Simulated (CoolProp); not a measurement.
Dimethyl carbonate along the isotherm 572 K: Z from the reference equation and from simpler models built on Tc = 557.0 K, pc = 4.909 MPa, ω = 0.346; each cubic takes its own stable root.

Values from CoolProp's reference Helmholtz-energy equation of state, Zhou 2011.

```json
[
 {"p (MPa)": "0.0233", "phase": "gas", "reference": "0.9985", "van der Waals": "0.9987", "Soave-Redlich-Kwong": "0.9985", "Peng-Robinson": "0.9983"},
 {"p (MPa)": "0.0376", "phase": "gas", "reference": "0.9976", "van der Waals": "0.9979", "Soave-Redlich-Kwong": "0.9976", "Peng-Robinson": "0.9973"},
 {"p (MPa)": "0.0608", "phase": "gas", "reference": "0.9961", "van der Waals": "0.9965", "Soave-Redlich-Kwong": "0.9961", "Peng-Robinson": "0.9957"},
 {"p (MPa)": "0.0982", "phase": "gas", "reference": "0.9936", "van der Waals": "0.9944", "Soave-Redlich-Kwong": "0.9938", "Peng-Robinson": "0.9930"},
 {"p (MPa)": "0.159", "phase": "gas", "reference": "0.9897", "van der Waals": "0.9909", "Soave-Redlich-Kwong": "0.9899", "Peng-Robinson": "0.9887"},
 {"p (MPa)": "0.256", "phase": "gas", "reference": "0.9834", "van der Waals": "0.9853", "Soave-Redlich-Kwong": "0.9837", "Peng-Robinson": "0.9817"},
 {"p (MPa)": "0.414", "phase": "gas", "reference": "0.9729", "van der Waals": "0.9761", "Soave-Redlich-Kwong": "…", "Peng-Robinson": "0.9703"},
 {"p (MPa)": "0.669", "phase": "gas", "reference": "0.9558", "van der Waals": "…", "Soave-Redlich-Kwong": "0.9566", "Peng-Robinson": "0.9516"},
 {"p (MPa)": "1.08", "phase": "gas", "reference": "0.9274", "van der Waals": "0.9354", "Soave-Redlich-Kwong": "…", "Peng-Robinson": "0.9208"},
 {"p (MPa)": "1.75", "phase": "gas", "reference": "0.8784", "van der Waals": "…", "Soave-Redlich-Kwong": "0.8810", "Peng-Robinson": "0.8683"},
 {"p (MPa)": "2.82", "phase": "gas", "reference": "0.7909", "van der Waals": "0.8110", "Soave-Redlich-Kwong": "0.7966", "Peng-Robinson": "0.7770"},
 {"p (MPa)": "4.56", "phase": "gas", "reference": "0.6012", "van der Waals": "…", "Soave-Redlich-Kwong": "0.6198", "Peng-Robinson": "0.5917"},
 {"p (MPa)": "7.36", "phase": "supercritical", "reference": "0.2688", "van der Waals": "0.3610", "Soave-Redlich-Kwong": "…", "Peng-Robinson": "0.2983"}
]
```

**Question.** Fill in the missing entries.

**Answer.** 
- 0.414, Soave-Redlich-Kwong: 0.9734
- 0.669, van der Waals: 0.9608
- 1.08, Soave-Redlich-Kwong: 0.9288
- 1.75, van der Waals: 0.8912
- 4.56, van der Waals: 0.6277
- 7.36, Soave-Redlich-Kwong: 0.3266
